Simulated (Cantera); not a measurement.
Feed: 1 mol Si2H6, 10 mol CO2, at 1252 °C and 0.120 Torr.

These are equilibrium values from Cantera (NASA tables, ideal gas, pure condensed phases), not measurements of a reactor. The feed counts by its element totals alone. The tables hold silica as quartz up to 1696 K and as liquid above; real silica turns to tridymite and cristobalite and melts near 1996 K. The numbers say what is thermodynamically allowed, not how fast it happens.

```
species                before     after
-------------------  --------  --------
CO2                     0.312     0.453
CO                      0.457     0.370
H2O                     0.149     0.135
H2                     0.0812    0.0411
SiO                   1.19e-5   6.63e-6
H                    0.000533  0.000379
OH                    3.04e-5   3.87e-5
SiO2(β-quartz), mol      2.00      2.00
```
Gas species are given as mole fractions.

Task: What was changed between the two runs?
(A) CO2 from 10 to 14 mol
(B) temperature from 1252 °C to 1727 °C
(C) CO2 from 10 to 2.5 mol
(D) CO2 from 10 to 0.16 mol

Result: A, CO2 from 10 to 14 mol
